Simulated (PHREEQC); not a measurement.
## Copper plating or etch bath: speciation

Dissolve 0.001 mol/kgw Cu(BF4)2, 0.016 mol/kgw HBF4 and 0.0265 mol/kgw H3BO3 at 20 °C. Closed to the air; pH follows from the charge balance.

Computed with PHREEQC (ion-association model, phreeqc.dat).

```
Quantity                   Value
----------------  --------------
pH                          1.85
ionic strength    0.0190 mol/kgw
total alkalinity    -70.0 meq/kg
```

```json
[
 {"species": "H3BO3", "molality": "0.0267", "activity": "0.0268", "log γ": "0.002"},
 {"species": "H+", "molality": "0.0160", "activity": "0.0143", "log γ": "-0.050"},
 {"species": "BF4-", "molality": "0.0157", "activity": "0.0137", "log γ": "-0.058"},
 {"species": "HF", "molality": "0.00335", "activity": "0.00336", "log γ": "0.002"},
 {"species": "BF3OH-", "molality": "0.00156", "activity": "0.00136", "log γ": "-0.058"},
 {"species": "Cu+2", "molality": "0.000998", "activity": "0.000602", "log γ": "-0.219"},
 {"species": "BF2(OH)2-", "molality": "0.000528", "activity": "0.000461", "log γ": "-0.058"},
 {"species": "F-", "molality": "0.000198", "activity": "0.000172", "log γ": "-0.060"},
 {"species": "HF2-", "molality": "2.43e-6", "activity": "2.13e-6", "log γ": "-0.058"},
 {"species": "CuF+", "molality": "2.06e-6", "activity": "1.80e-6", "log γ": "-0.058"},
 {"species": "BF(OH)3-", "molality": "1.99e-6", "activity": "1.74e-6", "log γ": "-0.058"}
]
```

Precipitation was switched off in this run. Real BF4- forms and hydrolyses slowly; the run takes it at equilibrium.
